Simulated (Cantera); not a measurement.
An adiabatic, constant-volume homogeneous reactor starts with H2 : O2 : N2 = 1 : 1 : 3.76 (molar parts), equivalence ratio 0.50, at 1648 K and 0.330 bar.

Model: the H2/O2 subset of GRI-Mech 3.0, which has no nitrogen chemistry, integrated in Cantera.

One state of this run: T (K) = 2691; P (bar) = 0.505; x H2 = 0.0106; x O2 = 0.0853; x H = 0.00802; x H2O = 0.156; x OH = 0.0298; x H2O2 = 3.34e-7. x: mole fraction; the columns are a selection and need not sum to one.

### Question
Which value of t (s) does it belong to?
A. 0.142
B. 1.79e-5
C. 3.78e-5
D. 0.000357

### Answer
A, 0.142
